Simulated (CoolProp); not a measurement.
Vapour-liquid equilibrium of isohexane (1) + benzene (2) at 424.6 K; x and y are mole fractions of (1).

The numbers come from the multi-fluid Helmholtz-energy mixture model, Lemmon 2006 and Thol 2012; pair parameters Bell 2016 in CoolProp.

```csv
x,bubble pressure (bar),y at the bubble point,dew pressure at overall composition x (bar),liquid density (mol/L)
0.05,6.363,0.096,6.185,9.072
0.125,6.827,0.210,6.479,8.728
0.2,(withheld),0.302,6.785,(withheld)
0.275,7.540,0.381,7.098,8.100
0.35,7.823,0.451,7.413,7.812
0.425,8.071,0.516,7.720,7.541
0.5,(withheld),0.579,8.011,(withheld)
0.575,8.487,0.640,8.279,7.044
0.65,8.664,0.701,8.518,6.816
0.725,8.822,0.763,8.728,6.599
0.8,8.965,0.826,8.909,6.394
0.875,9.093,0.890,9.065,6.200
0.95,9.209,0.956,9.200,(withheld)
```

Problem. Fill in the missing entries.

Solution. 
- 0.2, bubble pressure (bar): 7.213
- 0.2, liquid density (mol/L): 8.405
- 0.5, bubble pressure (bar): 8.291
- 0.5, liquid density (mol/L): 7.286
- 0.95, liquid density (mol/L): 6.015

No azeotrope shows between x = 0.05 and 0.95.

Pair parameters are fitted to limited data, so mixtures are less certain than the pure fluids.
